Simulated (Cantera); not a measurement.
A Cantera script and what it prints.

```python
import numpy as np
import cantera as ct

gas_names = """
    Ba BaF BaF2 BaOH BaO2H2 F FO FO2 F2 F2O H HF HOF HO2 H2 H2F2 H2O H2O2 H3F3 H4F4 H5F5 H6F6 H7F7 O OH
    O2 O3
""".split()
cond_names = """
    Ba(cr) Ba(L) BaF2(a) BaF2(b,c) BaF2(L) BaO(s) BaO(L) BaO2H2(s) BaO2H2(L) H2O(s) H2O(L)
""".split()


def load(file, names, dense=False):
    # The tables refer to 1 bar. Condensed volumes are neglected.
    table = {s.name: s for s in ct.Species.list_from_file(file)}
    out = []
    for n in names:
        d = dict(table[n].input_data)
        d["thermo"] = dict(d["thermo"], **{"reference-pressure": 1e5})
        if dense:
            d["equation-of-state"] = {"model": "constant-volume", "density": "1e6 g/cm^3"}
        out.append(ct.Species.from_dict(d))
    return out


gas = ct.Solution(thermo="ideal-gas", species=load("nasa_gas.yaml", gas_names))
cond = {s.name: ct.Solution(thermo="fixed-stoichiometry", species=[s], name=s.name)
        for s in load("nasa_condensed.yaml", cond_names, dense=True)}
atoms = {
    'BaF2': {'Ba': 1, 'F': 2},
    'H2O': {'H': 2, 'O': 1},
    'H2': {'H': 2},
}
top_T = {}  # K; cautious upper limits of use, not melting points


def equilibrate(T, P, feed):
    n = {}
    for name, mol in feed.items():
        for a, k in atoms[name].items():
            n[a] = n.get(a, 0.0) + k * mol
    gas.TPX = T, P, n
    mass = sum(n.values()) * gas.mean_molecular_weight
    gas.equilibrate("TP")
    valid = [c for c in cond.values() if c.min_temp <= T <= top_T.get(c.name, c.max_temp)]
    mix = ct.Mixture([(gas, mass / gas.mean_molecular_weight)] + [(c, 0.0) for c in valid])
    mix.T, mix.P = T, P
    mix.equilibrate("TP", solver="vcs", rtol=1e-11, max_steps=5000)
    return mix


results = []
feed = {'BaF2': 1, 'H2O': 0.069, 'H2': 78}  # mol
T = 2073  # K
P = 100000  # Pa
mix = equilibrate(T, P, feed)
results.append((T, P, feed, dict(zip(mix.species_names, mix.species_moles))))
x = sorted(zip(gas.X, gas.species_names), reverse=True)
print(f"T = {T:g} K  P = {P:g} Pa  gas = {mix.phase_moles(0):.4g} mol")
print("   x: " + "  ".join(f"{s} {v:.3e}" for v, s in x if v > 1e-06))
print("   condensed (mol): " + ("  ".join(f"{mix.phase(i).name} {mix.phase_moles(i):.4g}"
      for i in range(1, mix.n_phases) if mix.phase_moles(i) > 1e-12) or "none"))
```

Output:

```
T = 2073 K  P = 100000 Pa  gas = 79.33 mol
   x: H2 9.800e-01  BaF2 8.756e-03  HF 3.939e-03  BaF 3.760e-03  H 2.604e-03  H2O 8.513e-04  Ba 7.168e-05  BaOH 1.727e-05
   condensed (mol): none
```

Cantera equilibrium calculation (NASA polynomials, part measured and part estimated; ideal gas, pure solids and liquids).
